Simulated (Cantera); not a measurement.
Input: 1 mol AlN, 7.1 mol N₂, held at 2.20 mbar.

Equilibrium computed with Cantera from the NASA thermochemical tables; the gas is ideal and each condensed phase is pure. Candidate condensed phases: Al, AlN; 5 gas species. Rates play no part.

Which condensed phases are stable at each of these points (T (°C)): 1675, 1725, 1775, 1825, 1875, 1925, 1975?


| T (°C) | condensed phases | Al condensed (%) |
|---|---|---|
| 1675 | AlN(s) | 39.9 |
| 1725 | gas only | 0.0 |
| 1775 | gas only | 0.0 |
| 1825 | gas only | 0.0 |
| 1875 | gas only | 0.0 |
| 1925 | gas only | 0.0 |
| 1975 | gas only | 0.0 |

At 1675 °C the condensed part is AlN(s). From 1725 °C to 1975 °C nothing is condensed.
